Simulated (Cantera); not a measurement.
A Cantera script and what it prints.

```python
import numpy as np
import cantera as ct

gas_names = """
    Cu CuF CuF2 Cu2 F F2 H HF H2 H2F2 H3F3 H4F4 H5F5 H6F6 H7F7
""".split()
cond_names = """
    Cu(cr) Cu(L) CuF2(s) CuF2(L)
""".split()


# ... load() reads the species with a 1 bar reference pressure and builds the phases ...
atoms = {
    'Cu': {'Cu': 1},
    'HF': {'H': 1, 'F': 1},
}
top_T = {}  # K; cautious upper limits of use, not melting points


# ... equilibrate(T, P, feed) seeds the gas with the atoms and calls Mixture.equilibrate('TP', solver="vcs", rtol=1e-11, max_steps=5000) ...
results = []
feed = {'Cu': 1, 'HF': 1.3}  # mol
P = 1000  # Pa
for T in [575, 725, 875, 1025, 1175, 1325, 1475]:
    mix = equilibrate(T, P, feed)
    results.append((T, P, feed, dict(zip(mix.species_names, mix.species_moles))))
    x = sorted(zip(gas.X, gas.species_names), reverse=True)
    print(f"T = {T:g} K  P = {P:g} Pa  gas = {mix.phase_moles(0):.4g} mol")
    print("   x: " + "  ".join(f"{s} {v:.3e}" for v, s in x if v > 1e-06))
    print("   condensed (mol): " + ("  ".join(f"{mix.phase(i).name} {mix.phase_moles(i):.4g}"
          for i in range(1, mix.n_phases) if mix.phase_moles(i) > 1e-12) or "none"))
```

Result:

```
T = 575 K  P = 1000 Pa  gas = 1.3 mol
   x: HF 1.000e+00  H2F2 5.473e-06
   condensed (mol): Cu(cr) 1  CuF2(s) 4.55e-12
T = 725 K  P = 1000 Pa  gas = 1.3 mol
   x: HF 1.000e+00  H2F2 1.512e-06
   condensed (mol): Cu(cr) 1
T = 875 K  P = 1000 Pa  gas = 1.3 mol
   x: HF 1.000e+00
   condensed (mol): Cu(cr) 1
T = 1025 K  P = 1000 Pa  gas = 1.3 mol
   x: HF 1.000e+00  CuF 6.265e-06  H2 3.146e-06
   condensed (mol): Cu(cr) 1
T = 1175 K  P = 1000 Pa  gas = 1.3 mol
   x: HF 9.999e-01  CuF 8.058e-05  H2 4.036e-05
   condensed (mol): Cu(cr) 0.9999
T = 1325 K  P = 1000 Pa  gas = 1.3 mol
   x: HF 9.991e-01  CuF 5.754e-04  H2 2.878e-04  Cu 2.809e-05
   condensed (mol): Cu(cr) 0.9992
T = 1475 K  P = 1000 Pa  gas = 1.302 mol
   x: HF 9.956e-01  CuF 2.561e-03  H2 1.279e-03  Cu 5.359e-04  H 4.638e-06
   condensed (mol): Cu(L) 0.996
```

These are equilibrium values from Cantera (NASA tables, ideal gas, pure condensed phases), not measurements of a reactor.
